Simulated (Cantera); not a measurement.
What does this Cantera script print?

```python
import numpy as np
import cantera as ct

gas_names = """
    C2H5OH C2H2,acetylene TaO2
""".split()
cond_names = """
    C(gr) Ta(cr) Ta(L)
""".split()


# ... load() reads the species with a 1 bar reference pressure and builds the phases ...
species = {s.name: s for s in load("nasa_gas.yaml", gas_names) + load("nasa_condensed.yaml", cond_names)}
# Each term lists the table entries of one substance; the one whose range holds T is used.
reactions = {
    '2 C2H5OH(g) + 8 C + Ta = 6 C2H2(g) + TaO2(g)':
        [(-2, ['C2H5OH']), (-8, ['C(gr)']), (-1, ['Ta(cr)', 'Ta(L)']), (6, ['C2H2,acetylene']), (1, ['TaO2'])],
}


def pick(names, T):
    return next(species[n] for n in names if species[n].thermo.min_temp <= T <= species[n].thermo.max_temp)


results = []
for label, terms in reactions.items():
    print(label)
    print("     T/K   dH/kJ  dS/(J/K)   dG/kJ   log10 K")
    for T in [1175, 1375, 1575, 1775, 1975, 2175, 2375, 2575]:
        used = [(nu, pick(names, T)) for nu, names in terms]
        dH = sum(nu * s.thermo.h(T) for nu, s in used) / 1e6
        dS = sum(nu * s.thermo.s(T) for nu, s in used) / 1e3
        dG = dH - T * dS / 1e3
        logK = -dG * 1e6 / (ct.gas_constant * T * np.log(10))
        results.append((label, T, dH, dS, dG, logK, [s.name for _, s in used]))
        print(f"{T:8g} {dH:8.1f} {dS:8.1f} {dG:8.1f} {logK:8.2f}")
```

It prints:

```
2 C2H5OH(g) + 8 C + Ta = 6 C2H2(g) + TaO2(g)
     T/K   dH/kJ  dS/(J/K)   dG/kJ   log10 K
    1175   1648.4    872.7    622.9   -27.69
    1375   1641.8    867.6    448.9   -17.05
    1575   1634.2    862.4    275.9    -9.15
    1775   1625.9    857.4    103.9    -3.06
    1975   1617.0    852.7    -67.1     1.77
    2175   1607.7    848.2   -237.2     5.70
    2375   1598.1    844.0   -406.4     8.94
    2575   1588.2    840.0   -574.8    11.66
```

Cantera with NASA thermochemical tables; ideal gases at 1 bar, condensed phases pure. Condensed species are held in their standard states even where they would react or evaporate.
